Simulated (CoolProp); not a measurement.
Saturation properties of decamethyltetrasiloxane (MD2M) (Tc = 326.2 °C, pc = 1.144 MPa, ω = 0.635).

Computed with CoolProp (reference Helmholtz-energy equation of state, Thol 2017).

| T (°C) | p (MPa) | liquid density (kg/m³) | liquid cp (kJ/(kg K)) | vapour Z | surface tension (mN/m) |
|---|---|---|---|---|---|
| 154.35 | 0.03397 | 714.8 | 2.026 | 0.9680 | 7.84 |
| 158.55 | 0.03857 | 710.0 | 2.035 | 0.9647 | 7.57 |
| 162.75 | 0.04366 | 705.2 | 2.044 | 0.9612 | 7.30 |
| 167.05 | 0.04940 | 700.2 | 2.054 | 0.9574 | 7.03 |
| 171.25 | 0.05557 | 695.3 | 2.063 | 0.9534 | 6.77 |
| 175.45 | 0.06232 | 690.3 | 2.072 | ___ | 6.52 |
| 179.65 | 0.06971 | 685.3 | 2.081 | 0.9446 | 6.26 |
| 183.95 | 0.07797 | 680.1 | 2.091 | ___ | 6.00 |
| 188.15 | 0.08675 | 674.9 | 2.100 | 0.9346 | 5.76 |
| 192.35 | 0.09629 | 669.7 | 2.109 | 0.9292 | 5.51 |
| 196.55 | 0.1066 | 664.3 | 2.119 | 0.9235 | 5.27 |
| 200.85 | 0.1181 | 658.8 | 2.129 | 0.9174 | ___ |
| 205.05 | 0.1301 | 653.3 | 2.138 | 0.9111 | 4.79 |

Fill in the missing entries.


- 175.45, vapour Z: 0.9491
- 183.95, vapour Z: 0.9397
- 200.85, surface tension (mN/m): 5.02

It boils at 194.4 °C under 1 atm.

Surface tension comes from a separate correlation (Mulero 2014), older than this fluid's equation and unchecked against measurements.
